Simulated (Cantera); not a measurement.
An adiabatic, constant-pressure homogeneous reactor starts with CO : H2 : O2 : N2 = 1 : 0.69 : 1.3 : 4.89 (molar parts), equivalence ratio 0.65, at 1650 K and 5.00 bar. Integrator tolerance rtol = 1e-08.

Model: GRI-Mech 3.0 (53 species, 325 reactions), integrated in Cantera. The hydrogen kinetics of GRI-Mech 3.0 are dated; newer H2 mechanisms differ, most at raised pressure.

Problem. What does this change do: pressure from 5.00 bar to 10.0 bar?

Solution. 
```tsv
quantity	before	after
time of steepest temperature rise	2.53 µs	1.29 µs
temperature at 1.00 s	2809 K	2851 K
equilibrium temperature	2809 K	2851 K
x(CO) at 1.00 s	0.0303 (gas-phase equilibrium 0.0303)	0.0267 (gas-phase equilibrium 0.0267)
x(H2) at 1.00 s	0.00335 (gas-phase equilibrium 0.00335)	0.00286 (gas-phase equilibrium 0.00286)
x(O2) at 1.00 s	0.0638 (gas-phase equilibrium 0.0638)	0.0622 (gas-phase equilibrium 0.0622)
x(CO2) at 1.00 s	0.108 (gas-phase equilibrium 0.108)	0.112 (gas-phase equilibrium 0.112)
x(NO2) at 1.00 s	1.56e-5 (gas-phase equilibrium 1.56e-5)	2.21e-5 (gas-phase equilibrium 2.21e-5)
x(NO) at 1.00 s	0.0190 (gas-phase equilibrium 0.0190)	0.0199 (gas-phase equilibrium 0.0199)
x(N2O) at 1.00 s	2.19e-6 (gas-phase equilibrium 2.19e-6)	3.25e-6 (gas-phase equilibrium 3.25e-6)
```

Problem. What does this change do: initial temperature 1650 to 1773 K?

Solution. 
| quantity | before | after |
|---|---|---|
| time of steepest temperature rise | 2.53 µs | 1.90 µs |
| temperature at 1.00 s | 2809 K | 2861 K |
| equilibrium temperature | 2809 K | 2861 K |
| x(CO) at 1.00 s | 0.0303 (gas-phase equilibrium 0.0303) | 0.0353 (gas-phase equilibrium 0.0353) |
| x(H2) at 1.00 s | 0.00335 (gas-phase equilibrium 0.00335) | 0.00393 (gas-phase equilibrium 0.00393) |
| x(O2) at 1.00 s | 0.0638 (gas-phase equilibrium 0.0638) | 0.0646 (gas-phase equilibrium 0.0646) |
| x(CO2) at 1.00 s | 0.108 (gas-phase equilibrium 0.108) | 0.103 (gas-phase equilibrium 0.103) |
| x(NO2) at 1.00 s | 1.56e-5 (gas-phase equilibrium 1.56e-5) | 1.62e-5 (gas-phase equilibrium 1.62e-5) |
| x(NO) at 1.00 s | 0.0190 (gas-phase equilibrium 0.0190) | 0.0204 (gas-phase equilibrium 0.0204) |
| x(N2O) at 1.00 s | 2.19e-6 (gas-phase equilibrium 2.19e-6) | 2.35e-6 (gas-phase equilibrium 2.35e-6) |
